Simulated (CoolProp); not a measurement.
Model: reference Helmholtz-energy equation of state, Younglove 1994, in CoolProp. It is a modified Benedict-Webb-Rubin equation, recast in Helmholtz form.

Q: For R123, give the phase and the Joule-Thomson coefficient (K/MPa) at 486.6 K and 101 kPa.

A: 
- 486.6 K and 101 kPa: gas; Joule-Thomson coefficient 8.51
